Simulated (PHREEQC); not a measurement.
Brine (model solution)

Solution (25 °C): 2.7 mol NaOH and 0.59 mol CaCl2 per kg of water. Closed to the air; pH follows from the charge balance.

Equilibrium calculation in PHREEQC: Pitzer model, pitzer.dat.

Each row changes one thing in this solution. No solid was allowed to form.

```tsv
case	pH	SI of Portlandite (Ca(OH)2)
as made	14.02	+3.16
NaOH from 2.7 to 2.97 mol/kgw	14.10	[?]
NaOH from 2.7 to 4.05 mol/kgw	14.38	+3.38
NaOH from 2.7 to 0.54 mol/kgw	[?]	[?]
NaOH left out	6.61	[?]
```

### Question
What belongs in the gaps?

### Answer

- NaOH from 2.7 to 2.97 mol/kgw, SI of Portlandite (Ca(OH)2): +3.21
- NaOH from 2.7 to 0.54 mol/kgw, pH: 13.05
- NaOH from 2.7 to 0.54 mol/kgw, SI of Portlandite (Ca(OH)2): +2.19
- NaOH left out, SI of Portlandite (Ca(OH)2): -10.39

Some of these states are supersaturated (in Portlandite, for instance). In brines, pH and single-ion activities rest on the MacInnes convention.
